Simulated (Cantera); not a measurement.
Input: 1 mol B₂H₆, 0.52 mol H₂O, equilibrated at 1175 K and 0.120 bar.

Cantera equilibrium calculation (NASA polynomials, part measured and part estimated; ideal gas, pure solids and liquids). Candidate condensed phases: B, B₂O₃, B₃O₃H₃, H₂O; 23 gas species. The feed counts by its element totals alone. Mutual solubility and eutectic melting of coexisting phases are not modelled. The numbers say what is thermodynamically allowed, not how fast it happens.

Base state: H₂ 0.998, B₃O₃H₃ 0.00235, HBO 0.000110 (mole fractions); condensed: B(s) + B₂O₃(l).

**Question.** What changes in the equilibrium state with this change: temperature from 1175 K to 1600 K?

**Answer.** 
```tsv
species	before	after
H₂	0.998	0.963
HBO	0.000110	0.0279
B₂O₂	2.79e-7	0.00467
BO	1.79e-9	0.000101
B₂O₃	3.32e-8	0.00122
HBO₂	1.04e-6	0.000863
H	3.53e-7	0.000154
BH₂	1.32e-7	2.51e-5
B(s), mol	1.64	1.60
B₂O₃(l), mol	0.165	0.114
```
The tables' values for BH₂ are old estimates; treat these amounts as uncertain.
